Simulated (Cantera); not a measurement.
A freely propagating, adiabatic, planar premixed flame of CH4 : O2 : N2 = 1 : 2.27 : 8.55 (molar parts), unburnt at 573 K and 0.987 atm; mixture-averaged transport, grid criteria slope 0.08 and curve 0.16, no radiation.

Cantera simulation using GRI-Mech 3.0 (53 species, 325 reactions); the numbers are that mechanism's predictions, not measurements. Burning velocities carry a grid error of a few per cent, more on coarse grids.

x: mole fraction of selected species; z is measured from the peak of heat release.

```json
[
 {"z (mm)": "-1.06", "T (K)": "573", "u (m/s)": "1.10", "x CH4": "0.0845", "x O2": "0.192", "x CH3": "2.37e-8", "x NO": "<1e-8", "x CO2": "1.56e-7", "x H2O": "3.38e-5"},
 {"z (mm)": "-0.709", "T (K)": "575", "u (m/s)": "1.10", "x CH4": "0.0843", "x O2": "0.192", "x CH3": "2.47e-7", "x NO": "<1e-8", "x CO2": "2.53e-6", "x H2O": "0.000305"},
 {"z (mm)": "-0.531", "T (K)": "581", "u (m/s)": "1.12", "x CH4": "0.0837", "x O2": "0.191", "x CH3": "1.24e-6", "x NO": "1.02e-8", "x CO2": "1.85e-5", "x H2O": "0.00132"},
 {"z (mm)": "-0.354", "T (K)": "627", "u (m/s)": "1.21", "x CH4": "0.0804", "x O2": "0.187", "x CH3": "1.07e-5", "x NO": "9.19e-8", "x CO2": "0.000223", "x H2O": "0.00763"},
 {"z (mm)": "-0.177", "T (K)": "?", "u (m/s)": "1.88", "x CH4": "0.0590", "x O2": "0.160", "x CH3": "0.000322", "x NO": "1.16e-6", "x CO2": "0.00362", "x H2O": "0.0452"},
 {"z (mm)": "-0.0886", "T (K)": "?", "u (m/s)": "2.66", "x CH4": "0.0330", "x O2": "0.122", "x CH3": "0.00164", "x NO": "2.97e-6", "x CO2": "0.0106", "x H2O": "0.0856"},
 {"z (mm)": "0", "T (K)": "?", "u (m/s)": "3.42", "x CH4": "0.00798", "x O2": "0.0768", "x CH3": "0.00168", "x NO": "6.28e-6", "x CO2": "0.0229", "x H2O": "0.125"},
 {"z (mm)": "0.0886", "T (K)": "1873", "u (m/s)": "3.72", "x CH4": "0.000600", "x O2": "0.0507", "x CH3": "0.000196", "x NO": "1.04e-5", "x CO2": "0.0368", "x H2O": "0.143"},
 {"z (mm)": "0.177", "T (K)": "1920", "u (m/s)": "3.80", "x CH4": "2.38e-5", "x O2": "0.0417", "x CH3": "8.43e-6", "x NO": "1.34e-5", "x CO2": "0.0473", "x H2O": "0.146"},
 {"z (mm)": "0.354", "T (K)": "1976", "u (m/s)": "3.89", "x CH4": "7.10e-8", "x O2": "0.0364", "x CH3": "2.83e-8", "x NO": "1.73e-5", "x CO2": "0.0579", "x H2O": "0.147"},
 {"z (mm)": "0.709", "T (K)": "2049", "u (m/s)": "4.01", "x CH4": "<1e-8", "x O2": "0.0331", "x CH3": "<1e-8", "x NO": "2.36e-5", "x CO2": "0.0644", "x H2O": "0.150"},
 {"z (mm)": "1.42", "T (K)": "2127", "u (m/s)": "4.14", "x CH4": "<1e-8", "x O2": "0.0304", "x CH3": "<1e-8", "x NO": "3.48e-5", "x CO2": "0.0685", "x H2O": "0.154"},
 {"z (mm)": "2.83", "T (K)": "2198", "u (m/s)": "4.26", "x CH4": "<1e-8", "x O2": "0.0279", "x CH3": "<1e-8", "x NO": "5.43e-5", "x CO2": "0.0727", "x H2O": "0.159"}
]
```

### Question
Complete the blanks.

### Answer

- -0.177, T (K): 963
- -0.0886, T (K): 1349
- 0, T (K): 1721
